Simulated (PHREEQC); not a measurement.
**Leach liquor**

A solution holds 2.9 mmol/kgw H2SO4, 0.83 mmol/kgw Al2(SO4)3 and 6.9 mmol/kgw Na2SO4, at 25 °C. Closed to the air; pH follows from the charge balance.

Computed with PHREEQC (ion-association model, phreeqc.dat).

```yaml
pH: 2.46
ionic_strength: 0.0287 mol/kgw
total_alkalinity: -5.80 meq/kg
```

| species | molality | activity | log γ |
|---|---|---|---|
| Na+ | 0.0135 | 0.0115 | -0.068 |
| SO4-2 | 0.00856 | 0.00458 | -0.272 |
| H+ | 0.00398 | 0.00348 | -0.058 |
| HSO4- | 0.00182 | 0.00155 | -0.070 |
| AlSO4+ | 0.00124 | 0.00106 | -0.069 |
| NaSO4- | 0.000309 | 0.000265 | -0.066 |
| Al+3 | 0.000241 | 7.29e-5 | -0.518 |
| Al(SO4)2- | 0.000179 | 0.000153 | -0.069 |
| AlHSO4+2 | 6.19e-7 | 3.27e-7 | -0.278 |
| AlOH+2 | 3.83e-7 | 2.08e-7 | -0.266 |

No solid was allowed to form.
